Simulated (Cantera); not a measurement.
A Cantera script and its output.

```python
import numpy as np
import cantera as ct

gas = ct.Solution("gri30.yaml")
gas.TPX = 425, 36000, {'CH4': 1, 'H2': 0.039, 'O2': 1.19, 'N2': 4.47}
inlet = ct.Reservoir(gas, clone=True)
gas.equilibrate("HP")  # start burning
reactor = ct.IdealGasConstPressureReactor(gas, energy="on", clone=False)
exhaust = ct.Reservoir(gas, clone=True)
tau = [0.031, 0.012, 0.0043, 0.0016, 0.00058, 0.00022, 8e-05, 2.9e-05, 1.1e-05, 4e-06][0]
for a, b in ((inlet, reactor), (reactor, exhaust)):
    ct.MassFlowController(a, b, mdot=lambda t: reactor.mass / tau)
net = ct.ReactorNet([reactor])
show = ['CH4', 'H2', 'O2', 'C2H6', 'OH', 'CH2CO', 'C2H2']

rows = []
print(f"{'tau/s':>10s}{'T/K':>9s}" + "".join(f"{s:>11s}" for s in show))
for tau in [0.031, 0.012, 0.0043, 0.0016, 0.00058, 0.00022, 8e-05, 2.9e-05, 1.1e-05, 4e-06]:
    net.initial_time = 0.0
    net.advance(30 * tau)
    before = gas.X
    net.advance(40 * tau)
    drift = np.max(np.abs(gas.X - before) / (gas.X + 1e-9))
    rows.append([gas.T, *gas[show].X, drift])
    print(f"{tau:10.3e}{gas.T:9.1f}" + "".join(f"{x:11.3e}" for x in gas[show].X))
```

Result:

```
     tau/s      T/K        CH4         H2         O2       C2H6         OH      CH2CO       C2H2
 3.100e-02   1862.7  3.765e-03  9.975e-02  1.187e-03  5.642e-06  1.279e-04  2.598e-05  3.539e-03
 1.200e-02   1851.2  4.668e-03  9.547e-02  2.395e-03  1.260e-05  1.680e-04  4.189e-05  4.180e-03
 4.300e-03   1820.1  6.585e-03  8.983e-02  5.570e-03  3.561e-05  2.068e-04  7.468e-05  4.655e-03
 1.600e-03    425.0  1.493e-01  5.822e-03  1.776e-01 -2.575e-17 -1.330e-28 -6.654e-18 -2.585e-17
 5.800e-04    425.0  1.493e-01  5.822e-03  1.776e-01 -4.020e-21 -1.780e-32 -1.039e-21 -4.035e-21
 2.200e-04    425.0  1.493e-01  5.822e-03  1.776e-01 -2.539e-22  3.337e-34 -6.561e-23 -2.549e-22
 8.000e-05    425.0  1.493e-01  5.822e-03  1.776e-01 -1.604e-23  1.134e-33 -4.145e-24 -1.610e-23
 2.900e-05    425.0  1.493e-01  5.822e-03  1.776e-01 -1.013e-24  8.290e-34 -2.618e-25 -1.017e-24
 1.100e-05    425.0  1.493e-01  5.822e-03  1.776e-01 -6.400e-26  4.460e-34 -1.654e-26 -6.425e-26
 4.000e-06    425.0  1.493e-01  5.822e-03  1.776e-01 -4.043e-27  1.613e-34 -1.045e-27 -4.058e-27
```

Detailed kinetics in Cantera: GRI-Mech 3.0 (53 species, 325 reactions).
